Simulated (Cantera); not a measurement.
Feed: 1 mol TiO2, 1700 mol H2, equilibrated at 1975 °C and 3.70 mbar.

Cantera equilibrium calculation (NASA polynomials, part measured and part estimated; ideal gas, pure solids and liquids). Candidate condensed phases: H2O, Ti, TiO, TiO2, Ti2O3, Ti3O5, Ti4O7; 12 gas species. Equilibrium is a limit: real reactors are often held back by kinetics, nucleation or transport.

Base state: H2 0.885, H 0.114, H2O 0.000580, TiO 0.000493, Ti 4.96e-5, TiO2 1.17e-5, OH 1.12e-5 (mole fractions); condensed: gas only.

### Question
What changes in the equilibrium state with this change: temperature from 1975 °C to 1777 °C?

### Answer
```
species          before     after
-------------  --------  --------
H2                0.885     0.963
H                 0.114    0.0366
H2O            0.000580  0.000498
TiO            0.000493  0.000376
OH              1.12e-5   2.07e-6
Ti              4.96e-5   1.97e-5
TiO2            1.17e-5   1.23e-5
Ti2O3(s), mol         0     0.146
```
